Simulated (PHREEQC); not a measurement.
Acid mine or pickling water

Synthetic water in mg/L, 35 °C, pH 4.15, pe 8.4:

```json
[
 {"constituent": "Na", "mg/L": "69.3"},
 {"constituent": "K", "mg/L": "165"},
 {"constituent": "Ca", "mg/L": "228"},
 {"constituent": "Mg", "mg/L": "12.2"},
 {"constituent": "Cl", "mg/L": "103"},
 {"constituent": "S(6) as SO4", "mg/L": "777"},
 {"constituent": "N(5) as NO3", "mg/L": "0.227"},
 {"constituent": "Zn", "mg/L": "2.43"},
 {"constituent": "Mn(2)", "mg/L": "2.6"}
]
```

Na is adjusted to close the charge balance.
Valence states are taken as typed.

Model: ion-association model, phreeqc.dat, run in PHREEQC.

ionic strength: 0.0264 mol/kgw
specific conductance: 2280 µS/cm
total alkalinity: -0.116 meq/kg

```
species  molality  activity   log γ
-------  --------  --------  ------
SO4-2     0.00623   0.00337  -0.267
Ca+2      0.00422   0.00231  -0.262
K+        0.00411   0.00349  -0.071
Cl-       0.00291   0.00248  -0.070
Na+       0.00216   0.00186  -0.067
CaSO4     0.00148   0.00149   0.003
Mg+2     0.000322  0.000179  -0.255
MgSO4    0.000180  0.000181   0.003
KSO4-    0.000114   9.79e-5  -0.065
H+        8.07e-5   7.08e-5  -0.057
NaSO4-    3.87e-5   3.33e-5  -0.065
HSO4-     3.40e-5   2.91e-5  -0.068
Mn+2      3.38e-5   1.87e-5  -0.255
Zn+2      2.50e-5   1.36e-5  -0.266
MnSO4     1.34e-5   1.35e-5   0.003
```

This is a speciation only: nothing precipitates in the calculation. Species that the database lacks are ignored.
